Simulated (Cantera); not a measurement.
An adiabatic, constant-pressure homogeneous reactor starts with 6.12 % CH4, 2.39 % CO, 19.2 % O2, 72.3 % N2, at 1123 K and 12.0 bar.

Model: GRI-Mech 3.0 (53 species, 325 reactions), integrated in Cantera. The pressure lies above the range GRI-Mech 3.0 was tuned for (to about 10 atm).

One state of this run: T (K) = 2476; x CH4 = <1e-12; x CO = 0.00336; x O2 = 0.0533; x H2O = 0.120; x OH = 0.00561; x H2O2 = 6.40e-7; x NO = 0.0107. x: mole fraction; the columns are a selection and need not sum to one.

**Question.** Which value of t (s) does it belong to?
A) 0.00327
B) 0.0404
C) 0.000612
D) 0.00141

**Answer.** B, 0.0404
